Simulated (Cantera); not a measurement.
Feed: 1 mol SiCl4, 2.2 mol Cl2, 8.8 mol H2, held at 0.133 bar.

Method: chemical equilibrium by Gibbs-energy minimisation in Cantera with the NASA 1993 tables (ideal gas, pure condensed phases). Candidate condensed phases: Si; 19 gas species. The tables' values for SiCl3 are old estimates; treat these amounts as uncertain. Rates play no part.

x: gas mole fraction; nothing condenses.

```
T (K)   x H2  x HCl  x SiCl4   x SiCl2   x SiCl3  x SiHCl3       x H
-----  -----  -----  -------  --------  --------  --------  --------
1048   0.549  0.368   0.0819   4.69e-6  0.000145   0.00125   1.57e-8
1098   0.548  0.369   0.0812   2.19e-5  0.000355   0.00176   5.01e-8
1148   0.547  0.370   0.0800   8.81e-5  0.000799   0.00237   1.45e-7
1198   0.545  0.372   0.0782  0.000310   0.00166   0.00308   3.84e-7
1248   0.542  0.375   0.0752  0.000957   0.00316   0.00383   9.42e-7
1298   0.537  0.380   0.0703   0.00258   0.00550   0.00449   2.15e-6
1348   0.529  0.388   0.0629   0.00597   0.00865   0.00487   4.61e-6
1398   0.517  0.401      [?]       [?]    0.0121   0.00481       [?]
1448   0.503  0.416   0.0417    0.0199    0.0150   0.00431   1.79e-5
1498   0.488  0.432   0.0305    0.0294    0.0167   0.00354   3.29e-5
1548   0.474  0.447      [?]       [?]    0.0170       [?]       [?]
1598   0.462  0.459   0.0135    0.0472    0.0160   0.00195   9.91e-5
1648   0.454  0.468  0.00845    0.0540    0.0144   0.00137  0.000164
```

Some entries are withheld; supply them.


- 1548, x SiCl4: 0.0208
- 1548, x SiCl2: 0.0388
- 1548, x SiHCl3: 0.00270
- 1548, x H: 5.80e-5
- 1398, x SiCl4: 0.0531
- 1398, x SiCl2: 0.0118
- 1398, x H: 9.32e-6
